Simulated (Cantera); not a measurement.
Feed: 1 mol C, 0.1 mol H₂O, 13 mol N₂, equilibrated at 723 K and 1 atm.

These are equilibrium values from Cantera (NASA tables, ideal gas, pure condensed phases), not measurements of a reactor. Candidate condensed phases: C, C₆H₆, C₇H₈, C₈H₁₈, H₂O; 136 gas species. Kinetics and transport are ignored.

Base state: N₂ 0.989, H₂ 0.00576, CO₂ 0.00244, H₂O 0.00148, CO 0.00124, CH₄ 0.000180 (mole fractions); condensed: C(graphite).

### Question
What changes in the equilibrium state with this change: temperature from 723 K to 1275 K?

### Answer
| species | before | after |
|---|---|---|
| N₂ | 0.989 | 0.985 |
| CO | 0.00124 | 0.00757 |
| H₂ | 0.00576 | 0.00757 |
| CO₂ | 0.00244 | 4.08e-7 |
| HCN | <1e-9 | 1.41e-5 |
| H₂O | 0.00148 | 6.77e-7 |
| CH₄ | 0.000180 | 5.38e-7 |
| C(graphite), mol | 0.949 | 0.900 |

### Question
What changes in the equilibrium state with this change: temperature from 723 K to 1475 K?

### Answer
| species | before | after |
|---|---|---|
| N₂ | 0.989 | 0.985 |
| CO | 0.00124 | 0.00758 |
| H₂ | 0.00576 | 0.00754 |
| CO₂ | 0.00244 | 4.83e-8 |
| HCN | <1e-9 | 7.61e-5 |
| H₂O | 0.00148 | 1.19e-7 |
| CH₄ | 0.000180 | 1.67e-7 |
| C(graphite), mol | 0.949 | 0.899 |
